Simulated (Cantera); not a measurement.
Input (Python, Cantera):

```python
import numpy as np
import cantera as ct

gas = ct.Solution("gri30.yaml")
gas.TPX = 1475, 101325, {'CH4': 1, 'H2O': 0.59, 'H2': 0.14}
inlet = ct.Reservoir(gas, clone=True)

reactor = ct.IdealGasConstPressureReactor(gas, energy="off", clone=False)
exhaust = ct.Reservoir(gas, clone=True)
tau = [0.6, 0.18, 0.052, 0.015, 0.0044, 0.0013, 0.00038, 0.00011][0]
for a, b in ((inlet, reactor), (reactor, exhaust)):
    ct.MassFlowController(a, b, mdot=lambda t: reactor.mass / tau)
net = ct.ReactorNet([reactor])
show = ['CH4', 'H2O', 'H2', 'HCO', 'CO2', 'C2H']

rows = []
print(f"{'tau/s':>10s}{'T/K':>9s}" + "".join(f"{s:>11s}" for s in show))
for tau in [0.6, 0.18, 0.052, 0.015, 0.0044, 0.0013, 0.00038, 0.00011]:
    net.initial_time = 0.0
    net.advance(30 * tau)
    before = gas.X
    net.advance(40 * tau)
    drift = np.max(np.abs(gas.X - before) / (gas.X + 1e-9))
    rows.append([gas.T, *gas[show].X, drift])
    print(f"{tau:10.3e}{gas.T:9.1f}" + "".join(f"{x:11.3e}" for x in gas[show].X))
```

Output:

```
     tau/s      T/K        CH4        H2O         H2        HCO        CO2        C2H
 6.000e-01   1475.0  3.418e-01  2.876e-01  2.928e-01  8.182e-11  3.936e-04  1.532e-09
 1.800e-01   1475.0  4.566e-01  3.155e-01  1.878e-01  8.292e-11  3.801e-05  7.851e-10
 5.200e-02   1475.0  5.323e-01  3.324e-01  1.194e-01  9.369e-11  2.118e-06  2.476e-10
 1.500e-02   1475.0  5.647e-01  3.391e-01  9.110e-02  8.018e-11  1.004e-07  3.737e-11
 4.400e-03   1475.0  5.746e-01  3.407e-01  8.316e-02  3.916e-11  3.383e-09  2.223e-12
 1.300e-03   1475.0  5.771e-01  3.410e-01  8.142e-02  8.671e-12  5.015e-11  5.882e-14
 3.800e-04   1475.0  5.778e-01  3.410e-01  8.104e-02  1.105e-12  3.969e-13  1.132e-15
 1.100e-04   1475.0  5.780e-01  3.410e-01  8.096e-02  6.339e-14  1.111e-15  1.143e-17
```

Cantera simulation using GRI-Mech 3.0 (53 species, 325 reactions); the numbers are that mechanism's predictions, not measurements. GRI-Mech 3.0 stops at C3 and has no aromatics, soot or wall deposition, so with more carbon than oxygen in the feed, carbon stays in small species such as C2H2 where larger ones or solid carbon would form.
